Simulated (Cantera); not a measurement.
A Cantera script and what it prints.

```python
import numpy as np
import cantera as ct

gas_names = [...]  # 77 gases of nasa_gas.yaml made of C, H, Ti
cond_names = """
    C(gr) C6H6(L) C7H8(L) C8H18(L),n-octa Ti(a) Ti(b) Ti(L) TiC(s) TiC(L)
""".split()


# ... load() reads the species with a 1 bar reference pressure and builds the phases ...
atoms = {
    'Ti': {'Ti': 1},
    'CH4': {'C': 1, 'H': 4},
    'H2': {'H': 2},
}
top_T = {'C(gr)': 4500}  # K; cautious upper limits of use, not melting points


# ... equilibrate(T, P, feed) seeds the gas with the atoms and calls Mixture.equilibrate('TP', solver="vcs", rtol=1e-11, max_steps=5000) ...
results = []
P = 100  # Pa
for T in [1648, 1698, 1748, 1798, 1848, 1898, 1948, 1998, 2048, 2098, 2148, 2198]:
    for m in [0.44, 0.96, 1.5, 2, 2.5, 3.1, 3.6, 4.1, 4.6, 5.1, 5.7, 6.2, 6.7]:
        feed = {'Ti': 1, 'CH4': m, 'H2': 18}  # mol
        mix = equilibrate(T, P, feed)
        results.append((T, P, feed, dict(zip(mix.species_names, mix.species_moles))))

for T, P, feed, n in results:
    print(f"{T:7g} {feed['CH4']:10.4g}  " + (" + ".join(c for c in cond_names if n.get(c, 0) > 1e-12) or "gas only"))
```

Output:

```
   1648       0.44  Ti(b) + TiC(s)
   1648       0.96  Ti(b) + TiC(s)
   1648        1.5  C(gr) + TiC(s)
   1648          2  C(gr) + TiC(s)
   1648        2.5  C(gr) + TiC(s)
   1648        3.1  C(gr) + TiC(s)
   1648        3.6  C(gr) + TiC(s)
   1648        4.1  C(gr) + TiC(s)
   1648        4.6  C(gr) + TiC(s)
   1648        5.1  C(gr) + TiC(s)
   1648        5.7  C(gr) + TiC(s)
   1648        6.2  C(gr) + TiC(s)
   1648        6.7  C(gr) + TiC(s)
   1698       0.44  Ti(b) + TiC(s)
   1698       0.96  Ti(b) + TiC(s)
   1698        1.5  C(gr) + TiC(s)
   1698          2  C(gr) + TiC(s)
   1698        2.5  C(gr) + TiC(s)
   1698        3.1  C(gr) + TiC(s)
   1698        3.6  C(gr) + TiC(s)
   1698        4.1  C(gr) + TiC(s)
   1698        4.6  C(gr) + TiC(s)
   1698        5.1  C(gr) + TiC(s)
   1698        5.7  C(gr) + TiC(s)
   1698        6.2  C(gr) + TiC(s)
   1698        6.7  C(gr) + TiC(s)
   1748       0.44  Ti(b) + TiC(s)
   1748       0.96  Ti(b) + TiC(s)
   1748        1.5  C(gr) + TiC(s)
   1748          2  C(gr) + TiC(s)
   1748        2.5  C(gr) + TiC(s)
   1748        3.1  C(gr) + TiC(s)
   1748        3.6  C(gr) + TiC(s)
   1748        4.1  C(gr) + TiC(s)
   1748        4.6  C(gr) + TiC(s)
   1748        5.1  C(gr) + TiC(s)
   1748        5.7  C(gr) + TiC(s)
   1748        6.2  C(gr) + TiC(s)
   1748        6.7  C(gr) + TiC(s)
   1798       0.44  Ti(b) + TiC(s)
   1798       0.96  Ti(b) + TiC(s)
   1798        1.5  C(gr) + TiC(s)
   1798          2  C(gr) + TiC(s)
   1798        2.5  C(gr) + TiC(s)
   1798        3.1  C(gr) + TiC(s)
   1798        3.6  C(gr) + TiC(s)
   1798        4.1  C(gr) + TiC(s)
   1798        4.6  C(gr) + TiC(s)
   1798        5.1  C(gr) + TiC(s)
   1798        5.7  C(gr) + TiC(s)
   1798        6.2  C(gr) + TiC(s)
   1798        6.7  C(gr) + TiC(s)
   1848       0.44  Ti(b) + TiC(s)
   1848       0.96  Ti(b) + TiC(s)
   1848        1.5  C(gr) + TiC(s)
   1848          2  C(gr) + TiC(s)
   1848        2.5  C(gr) + TiC(s)
   1848        3.1  C(gr) + TiC(s)
   1848        3.6  C(gr) + TiC(s)
   1848        4.1  C(gr) + TiC(s)
   1848        4.6  C(gr) + TiC(s)
   1848        5.1  C(gr) + TiC(s)
   1848        5.7  C(gr) + TiC(s)
   1848        6.2  C(gr) + TiC(s)
   1848        6.7  C(gr) + TiC(s)
   1898       0.44  Ti(b) + TiC(s)
   1898       0.96  TiC(s)
   1898        1.5  C(gr) + TiC(s)
   1898          2  C(gr) + TiC(s)
   1898        2.5  C(gr) + TiC(s)
   1898        3.1  C(gr) + TiC(s)
   1898        3.6  C(gr) + TiC(s)
   1898        4.1  C(gr) + TiC(s)
   1898        4.6  C(gr) + TiC(s)
   1898        5.1  C(gr) + TiC(s)
   1898        5.7  C(gr) + TiC(s)
   1898        6.2  C(gr) + TiC(s)
   1898        6.7  C(gr) + TiC(s)
   1948       0.44  Ti(L) + TiC(s)
   1948       0.96  TiC(s)
   1948        1.5  C(gr) + TiC(s)
   1948          2  C(gr) + TiC(s)
   1948        2.5  C(gr) + TiC(s)
   1948        3.1  C(gr) + TiC(s)
   1948        3.6  C(gr) + TiC(s)
   1948        4.1  C(gr) + TiC(s)
   1948        4.6  C(gr) + TiC(s)
   1948        5.1  C(gr) + TiC(s)
   1948        5.7  C(gr) + TiC(s)
   1948        6.2  C(gr) + TiC(s)
   1948        6.7  C(gr) + TiC(s)
   1998       0.44  Ti(L) + TiC(s)
   1998       0.96  TiC(s)
   1998        1.5  C(gr) + TiC(s)
   1998          2  C(gr) + TiC(s)
   1998        2.5  C(gr) + TiC(s)
   1998        3.1  C(gr) + TiC(s)
   1998        3.6  C(gr) + TiC(s)
   1998        4.1  C(gr) + TiC(s)
   1998        4.6  C(gr) + TiC(s)
   1998        5.1  C(gr) + TiC(s)
   1998        5.7  C(gr) + TiC(s)
   1998        6.2  C(gr) + TiC(s)
   1998        6.7  C(gr) + TiC(s)
   2048       0.44  Ti(L) + TiC(s)
   2048       0.96  TiC(s)
   2048        1.5  C(gr) + TiC(s)
   2048          2  C(gr) + TiC(s)
   2048        2.5  C(gr) + TiC(s)
   2048        3.1  C(gr) + TiC(s)
   2048        3.6  C(gr) + TiC(s)
   2048        4.1  C(gr) + TiC(s)
   2048        4.6  C(gr) + TiC(s)
   2048        5.1  C(gr) + TiC(s)
   2048        5.7  C(gr) + TiC(s)
   2048        6.2  C(gr) + TiC(s)
   2048        6.7  C(gr) + TiC(s)
   2098       0.44  TiC(s)
   2098       0.96  TiC(s)
   2098        1.5  C(gr) + TiC(s)
   2098          2  C(gr) + TiC(s)
   2098        2.5  C(gr) + TiC(s)
   2098        3.1  C(gr) + TiC(s)
   2098        3.6  C(gr) + TiC(s)
   2098        4.1  C(gr) + TiC(s)
   2098        4.6  C(gr) + TiC(s)
   2098        5.1  C(gr) + TiC(s)
   2098        5.7  C(gr) + TiC(s)
   2098        6.2  C(gr) + TiC(s)
   2098        6.7  C(gr) + TiC(s)
   2148       0.44  TiC(s)
   2148       0.96  TiC(s)
   2148        1.5  C(gr) + TiC(s)
   2148          2  C(gr) + TiC(s)
   2148        2.5  C(gr) + TiC(s)
   2148        3.1  C(gr) + TiC(s)
   2148        3.6  C(gr) + TiC(s)
   2148        4.1  C(gr) + TiC(s)
   2148        4.6  C(gr) + TiC(s)
   2148        5.1  C(gr) + TiC(s)
   2148        5.7  C(gr) + TiC(s)
   2148        6.2  C(gr) + TiC(s)
   2148        6.7  C(gr) + TiC(s)
   2198       0.44  TiC(s)
   2198       0.96  TiC(s)
   2198        1.5  C(gr) + TiC(s)
   2198          2  C(gr) + TiC(s)
   2198        2.5  C(gr) + TiC(s)
   2198        3.1  C(gr) + TiC(s)
   2198        3.6  C(gr) + TiC(s)
   2198        4.1  C(gr) + TiC(s)
   2198        4.6  C(gr) + TiC(s)
   2198        5.1  C(gr) + TiC(s)
   2198        5.7  C(gr) + TiC(s)
   2198        6.2  C(gr) + TiC(s)
   2198        6.7  C(gr) + TiC(s)
```

Equilibrium computed with Cantera from the NASA thermochemical tables; the gas is ideal and each condensed phase is pure. Mutual solubility and eutectic melting of coexisting phases are not modelled. TiC: taken at fixed stoichiometry. Condensed phases not in the tables: N, O or C dissolved in the metal.
